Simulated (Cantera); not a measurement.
Cantera run:

```python
import numpy as np
import cantera as ct

gas_names = """
    Cu CuO Cu2 H HO2 H2 H2O H2O2 O OH O2 O3
""".split()
cond_names = """
    Cu(cr) Cu(L) CuO(s) CuO2H2(s) Cu2O(s) Cu2O(L) H2O(s) H2O(L)
""".split()


# ... load() reads the species with a 1 bar reference pressure and builds the phases ...
atoms = {
    'Cu2O': {'Cu': 2, 'O': 1},
    'H2': {'H': 2},
}
top_T = {'CuO(s)': 1390}  # K; cautious upper limits of use, not melting points


# ... equilibrate(T, P, feed) seeds the gas with the atoms and calls Mixture.equilibrate('TP', solver="vcs", rtol=1e-11, max_steps=5000) ...
results = []
feed = {'Cu2O': 1, 'H2': 4.2}  # mol
T = 925  # K
P = 10000  # Pa
mix = equilibrate(T, P, feed)
results.append((T, P, feed, dict(zip(mix.species_names, mix.species_moles))))
x = sorted(zip(gas.X, gas.species_names), reverse=True)
print(f"T = {T:g} K  P = {P:g} Pa  gas = {mix.phase_moles(0):.4g} mol")
print("   x: " + "  ".join(f"{s} {v:.3e}" for v, s in x if v > 1e-05))
print("   condensed (mol): " + ("  ".join(f"{mix.phase(i).name} {mix.phase_moles(i):.4g}"
      for i in range(1, mix.n_phases) if mix.phase_moles(i) > 1e-12) or "none"))
```

Result:

```
T = 925 K  P = 10000 Pa  gas = 4.2 mol
   x: H2 7.619e-01  H2O 2.381e-01
   condensed (mol): Cu(cr) 2
```

Method: chemical equilibrium by Gibbs-energy minimisation in Cantera with the NASA 1993 tables (ideal gas, pure condensed phases).
